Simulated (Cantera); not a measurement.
Standard-state values (1 bar) from the NASA 1993 polynomials, evaluated with Cantera. Values are per mole of reaction as written; species without (g) are pure solids or liquids, kept so even where they would boil at 1 bar.

2 Cl₂(g) + 2 PbO = 2 PbCl₂(g) + O₂(g)

```json
[
 {"T (K)": "725", "ΔH° (kJ)": "___", "ΔS° (J/K)": "___", "ΔG° (kJ)": "___", "log10 K": "___", "condensed phases": "PbO(red)"},
 {"T (K)": "775", "ΔH° (kJ)": "74.5", "ΔS° (J/K)": "230.0", "ΔG° (kJ)": "-103.7", "log10 K": "6.99", "condensed phases": "PbO(yellow)"},
 {"T (K)": "825", "ΔH° (kJ)": "72.8", "ΔS° (J/K)": "227.8", "ΔG° (kJ)": "-115.2", "log10 K": "7.29", "condensed phases": "PbO(yellow)"},
 {"T (K)": "875", "ΔH° (kJ)": "71.0", "ΔS° (J/K)": "225.7", "ΔG° (kJ)": "-126.5", "log10 K": "7.55", "condensed phases": "PbO(yellow)"},
 {"T (K)": "925", "ΔH° (kJ)": "___", "ΔS° (J/K)": "___", "ΔG° (kJ)": "___", "log10 K": "___", "condensed phases": "PbO(yellow)"},
 {"T (K)": "975", "ΔH° (kJ)": "67.2", "ΔS° (J/K)": "221.6", "ΔG° (kJ)": "-148.9", "log10 K": "7.98", "condensed phases": "PbO(yellow)"},
 {"T (K)": "1025", "ΔH° (kJ)": "65.2", "ΔS° (J/K)": "219.6", "ΔG° (kJ)": "-159.9", "log10 K": "8.15", "condensed phases": "PbO(yellow)"},
 {"T (K)": "1075", "ΔH° (kJ)": "63.1", "ΔS° (J/K)": "217.6", "ΔG° (kJ)": "-170.8", "log10 K": "8.30", "condensed phases": "PbO(yellow)"},
 {"T (K)": "1125", "ΔH° (kJ)": "61.0", "ΔS° (J/K)": "215.7", "ΔG° (kJ)": "-181.7", "log10 K": "8.43", "condensed phases": "PbO(yellow)"},
 {"T (K)": "1175", "ΔH° (kJ)": "___", "ΔS° (J/K)": "___", "ΔG° (kJ)": "___", "log10 K": "___", "condensed phases": "PbO(l)"},
 {"T (K)": "1225", "ΔH° (kJ)": "5.0", "ΔS° (J/K)": "167.5", "ΔG° (kJ)": "-200.1", "log10 K": "8.53", "condensed phases": "PbO(l)"}
]
```

Task: What belongs in the gaps?

Result: 
- 725, ΔH° (kJ): 76.8
- 725, ΔS° (J/K): 233.0
- 725, ΔG° (kJ): -92.2
- 725, log10 K: 6.64
- 925, ΔH° (kJ): 69.1
- 925, ΔS° (J/K): 223.6
- 925, ΔG° (kJ): -137.7
- 925, log10 K: 7.78
- 1175, ΔH° (kJ): 7.7
- 1175, ΔS° (J/K): 169.7
- 1175, ΔG° (kJ): -191.7
- 1175, log10 K: 8.52
